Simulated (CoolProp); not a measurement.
The fluid at 426.49 K and 0.228 MPa flows at 1.3 m/s in a round tube of 100 mm bore and 0.25 µm roughness, fully developed (64/Re and Nu = 3.66 if laminar; Colebrook and Gnielinski if turbulent). The same conditions are run with several fluids, on thermodynamics alone (safety and materials aside).

The numbers come from the reference Helmholtz-energy equation of state of each fluid (R410A: Lemmon 2003; n-pentane: Thol 2019; C3F8 (R218): Lemmon 2006; c-C4F8 (RC318): Platzer 1990; n-hexane: Thol 2019) in CoolProp. The equations of Platzer and Polt are older, rougher fits. Blends and air are pseudo-pure fits.

```
fluid           Reynolds number  Darcy friction factor  pressure drop (Pa/m)  heat-transfer coefficient (W/(m² K))  mass flow (kg/h)
--------------  ---------------  ---------------------  --------------------  ------------------------------------  ----------------
R410A                     33200                 0.0229                 0.912                                  18.8               173
n-pentane                 65200                 0.0197                 0.799                                  38.8               176
C3F8 (R218)               90200                 0.0184                  1.90                                  39.6               450
c-C4F8 (RC318)           104000                 0.0179                  1.98                                  40.6               482
n-hexane                  84800                 0.0186                 0.919                                  44.2               214
```

Transport values come from each fluid's own correlations; those of n-pentane, C3F8 (R218), c-C4F8 (RC318) are estimates that may be off by 10 % or more.
